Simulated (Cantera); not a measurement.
# N2O furnace oxynitridation

An isothermal, constant-pressure homogeneous reactor starts with 33.3 % N2O, 66.7 % O2, at 1225 K and 1.00 bar.

Detailed kinetics in Cantera: GRI-Mech 3.0 (53 species, 325 reactions). GRI-Mech 3.0 was tuned for natural gas; its chemistry of N2O as a main component is partial and can be far from experiment. The mechanism lacks the step 2 NO + O2 → 2 NO2, which can matter for NO2 below about 1400 K. The temperature is held fixed by assumption; the heat of reaction is taken as removed at once.

```tsv
t (s)	x N2O	x O2	x NO2	x N2	x NO	x O
3.00e-5	0.333	0.667	5.62e-12	6.85e-6	5.78e-7	2.12e-6
7.44e-5	0.333	0.667	7.12e-11	1.94e-5	2.07e-6	2.50e-6
0.000185	0.333	0.667	5.91e-10	5.14e-5	5.98e-6	2.53e-6
0.000458	0.333	0.667	4.03e-9	0.000131	1.57e-5	2.53e-6
0.00114	0.333	0.667	2.54e-8	0.000328	3.97e-5	2.53e-6
0.00282	0.332	0.667	1.49e-7	0.000815	9.92e-5	2.53e-6
0.00698	0.331	0.667	8.01e-7	0.00202	0.000246	2.52e-6
0.0173	0.327	0.667	3.63e-6	0.00497	0.000603	2.51e-6
0.0430	0.318	0.668	1.26e-5	0.0121	0.00146	2.48e-6
0.107	0.298	0.670	3.46e-5	0.0287	0.00343	2.40e-6
0.264	0.254	0.674	8.01e-5	0.0641	0.00751	2.21e-6
0.655	0.177	0.682	0.000155	0.127	0.0141	1.82e-6
1.63	0.0836	0.692	0.000236	0.204	0.0208	1.14e-6
4.03	0.0196	0.700	0.000298	0.257	0.0234	3.82e-7
10.0	0.00105	0.702	0.000523	0.273	0.0233	5.33e-8
```
x: mole fraction; the columns are a selection and need not sum to one.

Equilibrium at this temperature and pressure: N2O 1.09e-8, O2 0.714, NO2 7.27e-6, N2 0.286, NO 0.000263, O 3.58e-8 (gas phase only).
